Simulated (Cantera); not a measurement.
Silicon nitride deposition: SiHCl3 + NH3 + N2

A closed system holds: 1 mol SiHCl3, 30 mol NH3, 2.2 mol N2, equilibrated at 6.08 Torr.

Equilibrium computed with Cantera from the NASA thermochemical tables; the gas is ideal and each condensed phase is pure. Candidate condensed phases: NH4Cl, Si, Si3N4; 28 gas species. The tables' values for SiCl, SiCl3 are old estimates; treat these amounts as uncertain. Gases not in the tables: Si2H6 and higher silanes. Kinetics and transport are ignored.

| T (K) | x H2 | x N2 | x HCl | x SiCl2 | x H | n Si3N4(s) | n Si(l) |
|---|---|---|---|---|---|---|---|
| 775 | 0.693 | 0.260 | 0.0472 | 1.98e-12 | 9.17e-12 | 0.333 | 0 |
| 850 | 0.693 | 0.260 | 0.0472 | 7.60e-11 | 1.89e-10 | 0.333 | 0 |
| 925 | 0.693 | 0.260 | 0.0472 | 1.61e-9 | 2.41e-9 | 0.333 | 0 |
| 1000 | 0.693 | 0.260 | 0.0472 | 2.14e-8 | 2.10e-8 | 0.333 | 0 |
| 1075 | 0.693 | 0.260 | 0.0472 | 1.98e-7 | 1.36e-7 | 0.333 | 0 |
| 1150 | 0.693 | 0.260 | 0.0472 | 1.37e-6 | 6.90e-7 | 0.333 | 0 |
| 1225 | 0.693 | 0.260 | 0.0472 | 7.39e-6 | 2.88e-6 | 0.333 | 0 |
| 1300 | 0.693 | 0.260 | 0.0471 | 3.27e-5 | 1.02e-5 | 0.333 | 0 |
| 1375 | 0.693 | 0.260 | 0.0470 | 0.000122 | 3.17e-5 | 0.331 | 0 |
| 1450 | 0.693 | 0.260 | 0.0464 | 0.000387 | 8.75e-5 | 0.325 | 0 |
| 1525 | 0.693 | 0.261 | 0.0450 | 0.00105 | 0.000219 | 0.311 | 0 |
| 1600 | 0.693 | 0.261 | 0.0422 | 0.00241 | 0.000503 | 0.282 | 0 |
| 1675 | 0.694 | 0.262 | 0.0378 | 0.00457 | 0.00107 | 0.234 | 0 |
| 1750 | 0.689 | 0.268 | 0.0348 | 0.00583 | 0.00215 | 0 | 0.603 |
x: gas mole fraction; n: condensed amount in mol.

From 775 K to 1675 K the condensed part is Si3N4(s). At 1750 K the condensed part is Si(l). The main Si-bearing gas is SiCl4 at 775 K and SiCl2 at 1750 K.
